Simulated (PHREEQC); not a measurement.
2.2 g of hydrous ferric oxide (600 m²/g; 0.2 weak and 0.005 strong sites per Fe, Dzombak-Morel constants, diffuse double layer) in 1 kg of water with 0.001 mol/kgw of an inert sodium salt and 0.0013 mol/kgw ZnCl2 and 0.0038 mol/kgw Ag2SO4, at 25 °C; the pH is set by adding NaOH or the inert anion's acid. O2 is buffered at 0.21 atm. CO2 from the air is kept out. Precipitation was switched off in this run.

Base run: PHREEQC, ion-association model, wateq4f.dat. Each further column changes one thing. The table gives S sorbed (%).

| pH | base | no electrostatic term (-no_edl) | background salt from 0.001 to 0.0001 mol/kgw | oxide from 2.2 to 11 g/kgw | 0.001 mol/kgw SrCl2 added |
|---|---|---|---|---|---|
| 4 | 61.2 | 0.8 | (withheld) | 100.0 | 60.8 |
| 4.5 | 59.5 | 0.8 | 59.7 | 100.0 | 59.2 |
| 5 | 55.8 | 0.8 | (withheld) | 99.9 | 55.4 |
| 5.5 | 49.0 | 0.8 | 49.2 | 99.6 | 48.6 |
| 6 | 40.0 | 0.8 | 40.2 | 98.2 | 39.7 |
| 6.5 | 30.9 | 0.8 | 31.1 | 90.3 | 30.8 |
| 7 | 21.9 | 0.9 | 22.1 | 66.8 | 22.0 |
| 7.5 | 14.0 | 0.8 | 14.1 | 34.0 | 14.0 |
| 8 | 8.1 | 0.5 | (withheld) | 10.3 | 7.7 |
| 8.5 | 3.9 | 0.3 | 3.9 | 1.7 | 3.3 |
| 9 | 1.4 | 0.1 | 1.4 | 0.2 | 1.1 |
| 9.5 | 0.3 | 0.0 | 0.3 | 0.0 | 0.3 |
| 10 | 0.0 | 0.0 | 0.0 | 0.0 | 0.0 |

Complete the blanks.


- 4, background salt from 0.001 to 0.0001 mol/kgw: 61.4
- 5, background salt from 0.001 to 0.0001 mol/kgw: 55.9
- 8, background salt from 0.001 to 0.0001 mol/kgw: 8.2

In at least one series the solution becomes supersaturated in solids that the run did not let form, among them Zincite(c), Zn4(OH)6SO4, Zn5(OH)8Cl2, Cerargyrite, Ag2O.
